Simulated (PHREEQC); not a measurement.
Buffer with alkaline etch or developer: speciation

Solution A (0.16 mol/kgw NaH2PO4 and 0.00085 mol/kgw NaOH) is mixed with solution B (0.001 mol NH3, 0.0067 mol Na2SiO3 and 0.0013 mol Na2CO3 per kg of water) at 20 °C; shares are by mass of water, 1 kg in all. Oxygen alone is held at its pressure in air (log pO2 = -0.68). CO2 from the air is kept out. Solids allowed: SiO2(a). Others were left out.

Computed with PHREEQC (ion-association model, phreeqc.dat).

```
share of solution B     pH  SiO2(a) (mol)  Si in solution (mol/kgw)  H2PO4- (mol/kgw)  H3SiO4- (mol/kgw)
-------------------  -----  -------------  ------------------------  ----------------  -----------------
0                     4.69              0                         0             0.158                  0
0.1                   5.08              0                  0.000670             0.141            1.39e-8
0.2                   5.35              0                   0.00134             0.124            5.12e-8
0.3                   5.57       0.000309                   0.00170             0.106            1.06e-7
0.4                   5.77       0.000972                   0.00171            0.0888            1.66e-7
0.5                   5.96        0.00163                   0.00172            0.0713            2.57e-7
0.6                   6.17        0.00230                   0.00172            0.0538            4.11e-7
0.7                   6.42        0.00296                   0.00173            0.0364            7.17e-7
0.8                   6.77        0.00362                   0.00174            0.0190            1.59e-6
0.9                   7.86        0.00427                   0.00176           0.00180            1.92e-5
1                    11.91              0                   0.00670                 0            0.00628
```

SiO2(a) from share of solution B = 0.3 (pH 5.57), last present at share of solution B = 0.9.

Species that the database lacks are ignored.
